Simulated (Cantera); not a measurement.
Feed: 1 mol NH3, 4.1 mol O2, 0.72 mol H2, equilibrated at 13.3 mbar.

These are equilibrium values from Cantera (NASA tables, ideal gas, pure condensed phases), not measurements of a reactor. Candidate condensed phases: H2O; 47 gas species. Ions and electrons are included (thermal ionisation). The numbers say what is thermodynamically allowed, not how fast it happens.

x: gas mole fraction; nothing condenses.

```json
[
 {"T (K)": "2500", "x O": "0.0818", "x O2": "0.425", "x H": "0.0319", "x H2O": "0.272", "x OH": "0.0837", "x N2": "0.0741", "x N": "6.89e-7", "x H2": "0.0215", "x NO": "0.0100"},
 {"T (K)": "3000", "x O": "[?]", "x O2": "[?]", "x H": "[?]", "x H2O": "[?]", "x OH": "0.0833", "x N2": "[?]", "x N": "[?]", "x H2": "[?]", "x NO": "0.0101"},
 {"T (K)": "3500", "x O": "0.592", "x O2": "[?]", "x H": "0.329", "x H2O": "[?]", "x OH": "[?]", "x N2": "0.0367", "x N": "[?]", "x H2": "[?]", "x NO": "[?]"},
 {"T (K)": "4000", "x O": "0.618", "x O2": "0.00230", "x H": "0.336", "x H2O": "5.86e-6", "x OH": "0.00194", "x N2": "0.0355", "x N": "0.00289", "x H2": "0.000594", "x NO": "0.00262"},
 {"T (K)": "4500", "x O": "0.618", "x O2": "0.000412", "x H": "0.335", "x H2O": "2.26e-7", "x OH": "0.000423", "x N2": "0.0304", "x N": "0.0136", "x H2": "0.000126", "x NO": "0.00138"},
 {"T (K)": "5000", "x O": "0.611", "x O2": "0.000102", "x H": "0.331", "x H2O": "1.61e-8", "x OH": "0.000122", "x N2": "0.0178", "x N": "0.0383", "x H2": "3.54e-5", "x NO": "0.000666"}
]
```

Problem. Some entries are withheld; supply them.

Solution. 
- 3000, x O: 0.393
- 3000, x O2: 0.160
- 3000, x H: 0.243
- 3000, x H2O: 0.0326
- 3000, x N2: 0.0461
- 3000, x N: 2.59e-5
- 3000, x H2: 0.0316
- 3500, x O2: 0.0192
- 3500, x H2O: 0.000350
- 3500, x OH: 0.0128
- 3500, x N: 0.000368
- 3500, x H2: 0.00415
- 3500, x NO: 0.00524
